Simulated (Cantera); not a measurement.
A perfectly stirred reactor is fed with 1.61 % CO, 0.614 % O₂, 3.31 % H₂O, 94.5 % N₂, equivalence ratio 1.3, at 750 Torr; it is held at 1075 K, and followed from long to short residence time.

Computed with Cantera and GRI-Mech 3.0 (53 species, 325 reactions).

One state of this run: x CO = 0.0127; x O₂ = 0.00464; x H₂O = 0.0327; x NO₂ = 2.21e-11; x OH = 3.19e-5; x H₂ = 0.000343; x H = 0.000117. x: mole fraction; the columns are a selection and need not sum to one.

### Question
Which value of τ (s) does it belong to?
A. 0.0053
B. 0.16
C. 0.052
D. 0.0030

### Answer
D, 0.0030
